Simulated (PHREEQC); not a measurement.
Consider water at 25 °C with 2.9 mol H2SO4 and 0.028 mol Na2SO4 per kg of water. Closed to the air; pH follows from the charge balance.

All values are PHREEQC results (Pitzer model, pitzer.dat), not measurements.

Question: The ionic strength comes out as 4.29 mol/kgw. What activity coefficients do HSO4-, SO4-2, Na+, H+ get?

Answer: HSO4- 0.76, SO4-2 0.0023, Na+ 1.8, H+ 3.3. Single-ion values are on the MacInnes scale.

Precipitation was switched off in this run. Species that the database lacks are ignored. In brines, pH and single-ion activities rest on the MacInnes convention.
